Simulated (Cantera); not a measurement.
**Halide evaporation, hydrolysis and transport: CaCl₂ + H₂**

Input: 1 mol CaCl₂, 0.47 mol H₂, at 950 °C.

Cantera equilibrium calculation (NASA polynomials, part measured and part estimated; ideal gas, pure solids and liquids). Candidate condensed phases: Ca, CaCl₂; 9 gas species. The numbers say what is thermodynamically allowed, not how fast it happens.

| P (Pa) | log p H₂ | log p CaCl₂ | log p HCl | log p CaCl | n CaCl₂(l) |
|---|---|---|---|---|---|
| 0.100 | -6.50 | -6.17 | -8.77 | -8.89 | 0 |
| 0.560 | -5.75 | -5.42 | -8.23 | -8.31 | 0 |
| 3.20 | -4.69 | -4.93 | -7.72 | -7.80 | 0.727 |
| 18 | -3.77 | -4.93 | -7.46 | -7.59 | 0.967 |
| 100 | -3.01 | -4.93 | -7.25 | -7.43 | 0.994 |
| 560 | -2.25 | -4.93 | -7.03 | -7.27 | 0.999 |
| 3200 | -1.50 | -4.93 | -6.80 | -7.12 | 1.000 |
| 18000 | -0.74 | -4.93 | -6.57 | -6.97 | 1.000 |
| 100000 | 0.00 | -4.93 | -6.34 | -6.83 | 1.000 |
log p: log10 of the partial pressure in bar; n: condensed amount in mol.

From 0.000750 Torr to 0.00420 Torr nothing is condensed. From 0.0240 Torr to 750 Torr the condensed part is CaCl₂(l). The main Ca-bearing gas is CaCl₂ throughout.
